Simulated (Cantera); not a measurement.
# Thermodynamics of metals in furnace atmospheres, feed Cu + O2 + H2

Input: 1 mol Cu, 0.065 mol O2, 180 mol H2.

These are equilibrium values from Cantera (NASA tables, ideal gas, pure condensed phases), not measurements of a reactor. Candidate condensed phases: Cu, CuO, Cu(OH)2, Cu2O, H2O; 12 gas species. Kinetics and transport are ignored.

Stable condensed phases:

```
T in °C \ P in Pa
              10      41     160     670    2700   11000   45000  180000  740000 3000000
   1575        A       A       A       A       A       A       B       B       B       B
   1525        A       A       A       A       A       B       B       B       B       B
   1475        A       A       A       A       A       B       B       B       B       B
   1425        A       A       A       A       A       B       B       B       B       B
   1375        A       A       A       A       B       B       B       B       B       B
   1325        A       A       A       A       B       B       B       B       B       B
   1275        A       A       A       B       B       B       B       B       B       B
   1225        A       A       B       B       B       B       B       B       B       B
   1175        A       A       B       B       B       B       B       B       B       B
   1125        A       B       B       B       B       B       B       B       B       B
   1075        B       B       B       B       B       B       B       B       B       B
   1025        B       B       B       B       B       B       B       B       B       B
    975        B       B       B       B       B       B       B       B       B       B
```

A: gas only; B: Cu.
